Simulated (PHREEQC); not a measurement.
Dissolve 0.0048 mol TMAH, 3.2e-05 mol H3BO3 and 4.4e-05 mol Na2CO3 per kg of water at 51 °C. Closed to the air; pH follows from the charge balance.

All values are PHREEQC results (ion-association model, phreeqc.dat), not measurements.

Q: The ionic strength comes out as 0.00493 mol/kgw. What activity coefficients do OH-, Na+, CO3-2, HCO3-, H2BO3- get?

A: OH- 0.92, Na+ 0.92, CO3-2 0.73, HCO3- 0.93, H2BO3- 0.92.

Precipitation was switched off in this run. (CH3)4N+ isn't in the database: it is added as a free cation with an ion size of 4 Å. At this temperature some constants are extrapolated from 25 °C, and those without enthalpy data are left unchanged.
